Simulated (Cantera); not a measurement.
What does this Cantera script print?

```python
import numpy as np
import cantera as ct

gas_names = [...]  # 110 gases of nasa_gas.yaml made of C, H, O
cond_names = """
    C(gr) C6H6(L) C7H8(L) C8H18(L),n-octa H2O(s) H2O(L)
""".split()


# ... load() reads the species with a 1 bar reference pressure and builds the phases ...
atoms = {
    'C3H6': {'C': 3, 'H': 6},
    'CO2': {'C': 1, 'O': 2},
}
top_T = {'C(gr)': 4500}  # K; cautious upper limits of use, not melting points


# ... equilibrate(T, P, feed) seeds the gas with the atoms and calls Mixture.equilibrate('TP', solver="vcs", rtol=1e-11, max_steps=5000) ...
results = []
feed = {'C3H6': 1, 'CO2': 0.19}  # mol
P = 33000  # Pa
for T in [1225, 1375, 1525, 1675, 1825, 1975, 2125]:
    mix = equilibrate(T, P, feed)
    results.append((T, P, feed, dict(zip(mix.species_names, mix.species_moles))))

top = {s: max(r[3][s] / sum(r[3][g] for g in gas_names) for r in results) for s in gas_names}
cols = sorted((s for s in top if top[s] > 1e-06), key=lambda s: -top[s])[:8]
seen = [c for c in cond_names if any(r[3].get(c, 0) > 1e-12 for r in results)]
print("log10 of partial pressures in bar; condensed amounts in mol")
print(f"{'T/K':>10s}" + "".join(f"{s[:9]:>10s}" for s in cols + seen))
for T, P, feed, n in results:
    ng = sum(n[g] for g in gas_names)
    print(f"{T:10.4g}" + "".join(f"{np.log10(max(n[s] / ng * P / 1e5, 1e-99)):10.3f}" for s in cols)
          + "".join(f"{n.get(c, 0):10.4g}" for c in seen))
```

Output:

```
log10 of partial pressures in bar; condensed amounts in mol
       T/K        H2        CO         H       CH4 C2H2,acet       H2O       CO2       CH3     C(gr)
      1225    -0.535    -1.432    -6.774    -2.952    -7.325    -3.673    -4.737    -7.907     2.801
      1375    -0.534    -1.431    -5.732    -3.371    -6.284    -4.302    -5.514    -7.269     2.806
      1525    -0.534    -1.431    -4.893    -3.709    -5.451    -4.806    -6.133    -6.761     2.808
      1675    -0.534    -1.431    -4.202    -3.986    -4.770    -5.219    -6.637    -6.346     2.809
      1825    -0.534    -1.431    -3.623    -4.217    -4.202    -5.563    -7.053    -6.001     2.808
      1975    -0.535    -1.431    -3.131    -4.412    -3.722    -5.853    -7.402    -5.711     2.806
      2125    -0.537    -1.432    -2.708    -4.581    -3.313    -6.103    -7.699    -5.464       2.8
```

These are equilibrium values from Cantera (NASA tables, ideal gas, pure condensed phases), not measurements of a reactor.
